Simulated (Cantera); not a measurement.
# Low-pressure radical oxidation in H2/O2

A perfectly stirred reactor is fed with 15.3 % H₂, 56.5 % O₂, 28.2 % N₂, at 10.00 Torr; it is held at 900 K, and followed from long to short residence time.

Cantera simulation using GRI-Mech 3.0 (53 species, 325 reactions); the numbers are that mechanism's predictions, not measurements. Radical loss at walls, strong at low pressure, is not modelled. Below about 950 K walls govern HO2 and H2O2 in real vessels. The temperature is held fixed by assumption; the heat of reaction is taken as removed at once.

| τ (s) | x H₂ | x O₂ | x O | x NO | x NO₂ |
|---|---|---|---|---|---|
| 4.6 | 0.00111 | 0.529 | 0.000298 | 4.31e-9 | 8.51e-12 |
| 0.76 | 0.00306 | 0.529 | 0.000859 | 1.19e-8 | 6.66e-12 |
| 0.13 | 0.00796 | 0.529 | 0.00228 | 3.01e-8 | 4.20e-12 |
| 0.022 | 0.0205 | 0.527 | 0.00557 | 6.08e-8 | 2.13e-12 |
| 0.0036 | 0.0549 | 0.529 | 0.00945 | 4.40e-8 | <1e-12 |
| 0.00061 | 0.141 | 0.559 | 0.00206 | 2.79e-10 | <1e-12 |
| 0.00010 | 0.153 | 0.565 | <1e-12 | <1e-12 | <1e-12 |
x: mole fraction; the columns are a selection and need not sum to one.
